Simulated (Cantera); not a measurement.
A closed system holds: 1 mol CHF3, a varied amount of H2, 0.17 mol F2, equilibrated at 3198.15 K and 13300 Pa.

Cantera equilibrium calculation (NASA polynomials, part measured and part estimated; ideal gas, pure solids and liquids). Candidate condensed phases: C, C6H6, C7H8, C8H18; 95 gas species. Equilibrium is a limit: real reactors are often held back by kinetics, nucleation or transport.

### Question
At 1.9 mol H2, list the 6 most abundant gas species with their mole fractions, and the condensed phases.

### Answer
HF 0.692, H 0.191, H2 0.0622, F 0.0184, C3 0.0169, C2H2 (acetylene) 0.00663. Condensed: C(graphite).
